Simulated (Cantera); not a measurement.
Charge: 1 mol NiS, 13 mol H2, 2.6 mol N2, at 1.33 mbar.

Method: chemical equilibrium by Gibbs-energy minimisation in Cantera with the NASA 1993 tables (ideal gas, pure condensed phases). Candidate condensed phases: Ni, NiS, NiS2, Ni3S2, Ni3S4, S; 17 gas species. Rates play no part. All values below are at 1325 K.

Base state: H2 0.815, N2 0.166, H2S 0.0152, S2 0.00289, SH 0.000358, H 4.04e-5 (mole fractions); condensed: Ni3S2(l).

### Question
What changes in the equilibrium state with this change: pressure from 1.33 mbar to 13.3 mbar?

### Answer
```json
[
 {"species": "H2", "before": "0.815", "after": "0.813"},
 {"species": "N2", "before": "0.166", "after": "0.167"},
 {"species": "H2S", "before": "0.0152", "after": "0.0202"},
 {"species": "S2", "before": "0.00289", "after": "0.000514"},
 {"species": "H", "before": "4.04e-5", "after": "1.28e-5"},
 {"species": "SH", "before": "0.000358", "after": "0.000151"},
 {"species": "Ni3S2(l), mol", "before": "0.333", "after": "0.333"}
]
```
